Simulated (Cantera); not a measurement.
**Equilibrium for chlorosilane synthesis and conversion: SiCl4 + H2**

Charge: 1 mol SiCl4, 0.59 mol H2, held at 1 atm.

Equilibrium computed with Cantera from the NASA thermochemical tables; the gas is ideal and each condensed phase is pure. Candidate condensed phases: Si; 19 gas species. The tables' values for SiCl3 are old estimates; treat these amounts as uncertain. Rates play no part.

| T (K) | log p SiCl4 | log p H2 | log p HCl | log p SiHCl3 | log p SiCl3 | log p SiCl2 | log p SiH2Cl2 |
|---|---|---|---|---|---|---|---|
| 700 | -0.20 | -0.43 | -2.16 | -2.16 | -6.11 | -9.50 | -5.30 |
| 750 | -0.20 | -0.44 | -1.99 | -1.99 | -5.40 | -8.33 | -4.92 |
| 800 | -0.21 | -0.44 | -1.84 | -1.85 | -4.79 | -7.32 | -4.58 |
| 850 | -0.21 | -0.45 | -1.72 | -1.72 | -4.24 | -6.43 | -4.29 |
| 900 | -0.21 | -0.45 | -1.60 | -1.61 | -3.76 | -5.64 | -4.03 |
| 950 | -0.22 | -0.46 | -1.50 | -1.51 | -3.34 | -4.93 | -3.81 |
| 1000 | -0.22 | -0.47 | -1.41 | -1.43 | -2.96 | -4.31 | -3.61 |
| 1050 | -0.23 | -0.48 | -1.33 | -1.36 | -2.62 | -3.75 | -3.44 |
| 1100 | -0.24 | -0.49 | -1.25 | -1.31 | -2.32 | -3.25 | -3.30 |
| 1150 | -0.25 | -0.50 | -1.17 | -1.27 | -2.05 | -2.81 | -3.19 |
| 1200 | -0.26 | -0.52 | -1.09 | -1.25 | -1.82 | -2.44 | -3.12 |
log p: log10 of the partial pressure in bar; nothing condenses.

From 700 K to 1200 K nothing is condensed. The main Si-bearing gas is SiCl4 throughout.
